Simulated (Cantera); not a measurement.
Charge: 1 mol c-C4F8, 0.27 mol CH4, at 0.000130 bar.

These are equilibrium values from Cantera (NASA tables, ideal gas, pure condensed phases), not measurements of a reactor. Candidate condensed phases: C, C6H6, C7H8, C8H18; 110 gas species. Ions and electrons are included (thermal ionisation). The feed counts by its element totals alone. The numbers say what is thermodynamically allowed, not how fast it happens.

Task: At 2227 °C, list the 4 most abundant gas species with their mole fractions, and the condensed phases.

Result: F 0.822, HF 0.134, CF 0.0269, CF2 0.01000. Condensed: C(graphite).
